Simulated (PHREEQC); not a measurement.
0.1 g of hydrous ferric oxide (600 m²/g; 0.2 weak and 0.005 strong sites per Fe, Dzombak-Morel constants, diffuse double layer) in 1 kg of water with 0.1 mol/kgw of an inert sodium salt and 0.037 mmol/kgw CuSO4, at 25 °C; the pH is set by adding NaOH or the inert anion's acid. Oxygen is held at 0.21 atm. The system is closed to CO2. Nothing may precipitate in this run.

Base run: PHREEQC, ion-association model, wateq4f.dat. Each further column changes one thing. The table gives Cu sorbed (%).

```tsv
pH	base	no electrostatic term (-no_edl)	background salt from 0.1 to 0.01 mol/kgw	oxide from 0.1 to 0.5 g/kgw	0.00021 mol/kgw CaCl2 added
4	0.9	1.0	?	4.3	0.9
4.75	11.9	14.2	13.4	43.0	11.8
5.5	52.4	67.6	?	91.0	52.3
6.25	93.5	98.1	94.4	99.5	93.5
7	99.2	99.8	99.1	99.9	99.2
7.75	99.4	99.8	99.2	100.0	99.4
8.5	99.1	99.0	99.1	100.0	98.9
9.25	98.6	89.3	98.9	99.9	?
10	97.5	35.0	98.6	99.9	67.0
```

**Question.** Complete the blanks.

**Answer.** 
- 4, background salt from 0.1 to 0.01 mol/kgw: 1.2
- 5.5, background salt from 0.1 to 0.01 mol/kgw: 56.4
- 9.25, 0.00021 mol/kgw CaCl2 added: 95.6

The database's constant for dissolved Cu(OH)2 is higher than later reviews accept. In at least one series the solution becomes supersaturated in solids that the run did not let form, among them Cu(OH)2.
